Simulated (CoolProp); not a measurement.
Vapour-liquid equilibrium of R13 (1) + isobutane (2) at 0.94 bar; x and y are mole fractions of (1).

Values from CoolProp's multi-fluid Helmholtz-energy mixture model, Platzer 1990 and Bücker 2006; pair parameters Bell 2016. This equation is an older, rougher fit; its heat capacities, sound speeds and derivatives of the liquid may be far off and weren't checked against measurements.

```csv
x,"bubble temperature, mixture model (K)","bubble temperature, Raoult's law (K)","y, mixture model","y, Raoult's law"
0.05,237.9,245.3,___,0.479
0.2,___,222.3,___,0.863
0.35,203.1,210.8,0.961,0.945
0.5,198.9,203.6,0.975,0.974
0.65,196.1,198.4,0.983,0.987
0.8,193.7,194.5,___,0.995
0.95,___,191.3,0.997,0.999
```

Task: Fill in the missing entries.

Result: 
- 0.05, y, mixture model: 0.622
- 0.2, bubble temperature, mixture model (K): 211.7
- 0.2, y, mixture model: 0.922
- 0.8, y, mixture model: 0.990
- 0.95, bubble temperature, mixture model (K): 191.2

The largest gap from Raoult's law is -10.6 K in bubble temperature, at x = 0.2. No azeotrope shows between x = 0.05 and 0.95.

The pair parameters rest on a limited set of measurements; away from them the model extrapolates. With so large a gap from Raoult's law the liquid may split in two, which this calculation doesn't test in full.
